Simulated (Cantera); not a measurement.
Cantera run:

```python
import numpy as np
import cantera as ct

gas_names = """
    H HO2 H2 H2O H2O2 O OH O2 O3 Si SiH SiH2 SiH3 SiH4 SiO SiO2 Si2 Si3
""".split()
cond_names = """
    H2O(s) H2O(L) Si(cr) Si(L) SiO2(Lqz) SiO2(hqz) SiO2(L)
""".split()


# ... load() reads the species with a 1 bar reference pressure and builds the phases ...
atoms = {
    'Si2H6': {'Si': 2, 'H': 6},
    'O2': {'O': 2},
}
top_T = {}  # K; cautious upper limits of use, not melting points


# ... equilibrate(T, P, feed) seeds the gas with the atoms and calls Mixture.equilibrate('TP', solver="vcs", rtol=1e-11, max_steps=5000) ...
results = []
T = 1698.15  # K
P = 100000  # Pa
for m in [2.5, 3.1, 3.8, 4.8, 5.9, 7.3, 9.1, 11, 14, 17, 22]:
    feed = {'Si2H6': 1, 'O2': m}  # mol
    mix = equilibrate(T, P, feed)
    results.append((T, P, feed, dict(zip(mix.species_names, mix.species_moles))))

top = {s: max(r[3][s] / sum(r[3][g] for g in gas_names) for r in results) for s in gas_names}
cols = sorted((s for s in top if top[s] > 0.001), key=lambda s: -top[s])[:6]
seen = [c for c in cond_names if any(r[3].get(c, 0) > 1e-12 for r in results)]
print("log10 of partial pressures in bar; condensed amounts in mol")
print(f"{'n(O2)':>10s}" + "".join(f"{s[:9]:>10s}" for s in cols + seen))
for T, P, feed, n in results:
    ng = sum(n[g] for g in gas_names)
    print(f"{feed['O2']:10.4g}" + "".join(f"{np.log10(max(n[s] / ng * P / 1e5, 1e-99)):10.3f}" for s in cols)
          + "".join(f"{n.get(c, 0):10.4g}" for c in seen))
```

Result:

```
log10 of partial pressures in bar; condensed amounts in mol
     n(O2)       H2O        O2        H2        OH   SiO2(L)
       2.5    -0.477   -10.013    -0.176    -5.517         2
       3.1    -0.135    -8.532    -0.574    -4.976         2
       3.8    -0.042    -1.042    -4.226    -3.057         2
       4.8    -0.157    -0.520    -4.602    -2.984         2
       5.9    -0.256    -0.353    -4.785    -2.991         2
       7.3    -0.356    -0.253    -4.935    -3.017         2
       9.1    -0.458    -0.187    -5.070    -3.051         2
        11    -0.545    -0.146    -5.177    -3.084         2
        14    -0.654    -0.109    -5.305    -3.130         2
        17    -0.741    -0.087    -5.403    -3.168         2
        22    -0.856    -0.065    -5.529    -3.220         2
```

Equilibrium computed with Cantera from the NASA thermochemical tables; the gas is ideal and each condensed phase is pure. The feed counts by its element totals alone. The tables hold silica as quartz up to 1696 K and as liquid above; real silica turns to tridymite and cristobalite and melts near 1996 K. Gases not in the tables: Si(OH)4.
